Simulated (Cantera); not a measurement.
## Reactions in the system C-H-Ta

Cantera with NASA thermochemical tables; ideal gases at 1 bar, condensed phases pure. Values are per mole of reaction as written; species without (g) are pure solids or liquids, kept so even where they would boil at 1 bar. TaC: taken at fixed stoichiometry.

CH4(g) + TaC = C2H4(g) + Ta

| T (K) | ΔH° (kJ) | ΔS° (J/K) | ΔG° (kJ) | log10 K |
|---|---|---|---|---|
| 300 | 271.2 | 32.0 | 261.6 | -45.54 |
| 2125 | 262.0 | 24.3 | 210.4 | -5.17 |
| 2150 | 261.7 | 24.1 | 209.8 | -5.10 |
| 2175 | 261.4 | 24.0 | 209.2 | -5.03 |
| 2200 | 261.2 | 23.9 | 208.6 | -4.95 |
| 2225 | 260.9 | 23.7 | 208.0 | -4.88 |
| 2250 | 260.6 | 23.6 | 207.5 | -4.82 |
| 2275 | 260.3 | 23.5 | 206.9 | -4.75 |
| 2300 | 260.0 | 23.4 | 206.3 | -4.68 |
